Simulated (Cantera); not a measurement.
Feed: 1 mol Si, 3.4 mol Br2, 5.4 mol H2, at 573 K and 2.70 Torr.

Method: chemical equilibrium by Gibbs-energy minimisation in Cantera with the NASA 1993 tables (ideal gas, pure condensed phases). Candidate condensed phases: Br2, Si; 19 gas species. Kinetics and transport are ignored.

Base state: H2 0.513, HBr 0.359, SiBr4 0.128 (mole fractions); condensed: gas only.

Problem. What changes in the equilibrium state with this change: temperature from 573 K to 1073.15 K?

Solution. 
| species | before | after |
|---|---|---|
| H2 | 0.513 | 0.505 |
| HBr | 0.359 | 0.367 |
| SiBr4 | 0.128 | 0.121 |
| SiBr2 | <1e-9 | 0.00354 |
| SiBr3 | <1e-9 | 0.00172 |
| Br | <1e-9 | 0.000115 |
The tables' values for SiBr3 are old estimates; treat these amounts as uncertain.

Problem. What changes in the equilibrium state with this change: temperature from 573 K to 1550 K?

Solution. 
```json
[
 {"species": "HBr", "before": "0.359", "after": "0.496"},
 {"species": "H2", "before": "0.513", "after": "0.355"},
 {"species": "SiBr2", "before": "<1e-9", "after": "0.109"},
 {"species": "SiBr4", "before": "0.128", "after": "0.000738"},
 {"species": "Br", "before": "<1e-9", "after": "0.0366"},
 {"species": "SiBr3", "before": "<1e-9", "after": "0.00224"},
 {"species": "H", "before": "<1e-9", "after": "0.000313"},
 {"species": "SiBr", "before": "<1e-9", "after": "5.34e-5"},
 {"species": "Br2", "before": "<1e-9", "after": "3.21e-5"},
 {"species": "SiHBr3", "before": "1.29e-6", "after": "4.09e-5"}
]
```
The tables' values for SiBr3, SiBr are old estimates; treat these amounts as uncertain.

Problem. What changes in the equilibrium state with this change: temperature from 573 K to 1348 K?

Solution. 
```json
[
 {"species": "HBr", "before": "0.359", "after": "0.510"},
 {"species": "H2", "before": "0.513", "after": "0.368"},
 {"species": "SiBr2", "before": "<1e-9", "after": "0.0931"},
 {"species": "SiBr4", "before": "0.128", "after": "0.0154"},
 {"species": "SiBr3", "before": "<1e-9", "after": "0.00652"},
 {"species": "Br", "before": "<1e-9", "after": "0.00618"},
 {"species": "H", "before": "<1e-9", "after": "2.34e-5"}
]
```
The tables' values for SiBr3 are old estimates; treat these amounts as uncertain.
